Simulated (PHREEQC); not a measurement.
Solution (20 °C): 0.17 mol/kgw CuCl2, 4.5e-05 mol/kgw HCl and 0.087 mol/kgw FeCl3. Closed to the air; pH follows from the charge balance.

Computed with PHREEQC (ion-association model, phreeqc.dat).

```tsv
quantity	before	after
pH	2.18	1.91
ionic strength (mol/kgw)	0.718	0.355
Cl- (mol/kgw)	0.479	0.204
FeCl+2 (mol/kgw)	0.0441	0.0374
FeCl2+ (mol/kgw)	0.0202	0.00945
Fe+3 (mol/kgw)	0.0138	0.0249
SI of Goethite (FeOOH)	+4.37	+3.95
SI of Hematite (Fe2O3)	+10.74	+9.89
```

Question: Name the change that produced these shifts.
A) CuCl2 left out
B) temperature from 20 to 15 °C
C) diluted 5-fold with water
D) FeCl3 from 0.087 to 0.0783 mol/kgw
E) CuCl2 from 0.17 to 0.085 mol/kgw

Answer: A, CuCl2 left out

This is a speciation only: nothing precipitates in the calculation. The ionic strength passes 0.7 mol/kgw, the rough limit of the ion-association models, in before. Some of these states are supersaturated (in Hematite (slow to form), Goethite (slow to form), for instance).
